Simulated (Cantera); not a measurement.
Cantera run, input and output.

```python
import numpy as np
import cantera as ct

gas = ct.Solution("gri30.yaml")
gas.TPX = 325, 190000, {'CH4': 1.5, 'O2': 1.25, 'N2': 4.7}
inlet = ct.Reservoir(gas, clone=True)
gas.equilibrate("HP")  # start burning
reactor = ct.IdealGasConstPressureReactor(gas, energy="on", clone=False)
exhaust = ct.Reservoir(gas, clone=True)
tau = [0.089, 0.035, 0.014, 0.0055, 0.0022, 0.00087, 0.00034, 0.00014, 5.4e-05, 2.1e-05, 8.4e-06, 3.3e-06][0]
for a, b in ((inlet, reactor), (reactor, exhaust)):
    ct.MassFlowController(a, b, mdot=lambda t: reactor.mass / tau)
net = ct.ReactorNet([reactor])
show = ['CH4', 'O2', 'HCO', 'CO2', 'CH2O', 'C2H', 'CO']

rows = []
print(f"{'tau/s':>10s}{'T/K':>9s}" + "".join(f"{s:>11s}" for s in show))
for tau in [0.089, 0.035, 0.014, 0.0055, 0.0022, 0.00087, 0.00034, 0.00014, 5.4e-05, 2.1e-05, 8.4e-06, 3.3e-06]:
    net.initial_time = 0.0
    net.advance(30 * tau)
    before = gas.X
    net.advance(40 * tau)
    drift = np.max(np.abs(gas.X - before) / (gas.X + 1e-9))
    rows.append([gas.T, *gas[show].X, drift])
    print(f"{tau:10.3e}{gas.T:9.1f}" + "".join(f"{x:11.3e}" for x in gas[show].X))
```

Result:

```
     tau/s      T/K        CH4         O2        HCO        CO2       CH2O        C2H         CO
 8.900e-02   1566.9  4.432e-02  4.417e-03  2.282e-08  2.915e-02  2.672e-05  8.034e-09  7.779e-02
 3.500e-02   1545.3  5.070e-02  9.043e-03  6.132e-08  2.510e-02  6.740e-05  6.927e-09  8.025e-02
 1.400e-02    325.0  2.013e-01  1.678e-01  4.614e-37  3.079e-16  4.368e-17 -6.241e-51  1.122e-15
 5.500e-03    325.0  2.013e-01  1.678e-01 -2.768e-40  1.729e-19  2.453e-20  6.651e-60  6.301e-19
 2.200e-03    325.0  2.013e-01  1.678e-01  3.239e-40  1.092e-20  1.549e-21 -1.276e-60  3.980e-20
 8.700e-04    325.0  2.013e-01  1.678e-01  6.011e-41  6.897e-22  9.786e-23  3.655e-64  2.514e-21
 3.400e-04    325.0  2.013e-01  1.678e-01 -5.038e-43  4.357e-23  6.181e-24 -7.715e-65  1.588e-22
 1.400e-04    325.0  2.013e-01  1.678e-01  1.282e-42  2.752e-24  3.905e-25 -2.765e-69  1.003e-23
 5.400e-05    325.0  2.013e-01  1.678e-01  7.723e-44  1.738e-25  2.466e-26  2.561e-72  6.337e-25
 2.100e-05    325.0  2.013e-01  1.678e-01  8.275e-45  1.098e-26  1.558e-27 -1.776e-74  4.003e-26
 8.400e-06    325.0  2.013e-01  1.678e-01 -4.791e-45  6.936e-28  9.841e-29  2.992e-76  2.528e-27
 3.300e-06    325.0  2.013e-01  1.678e-01  1.774e-46  4.381e-29  6.216e-30  5.957e-79  1.597e-28
```

Model: GRI-Mech 3.0 (53 species, 325 reactions), integrated in Cantera.
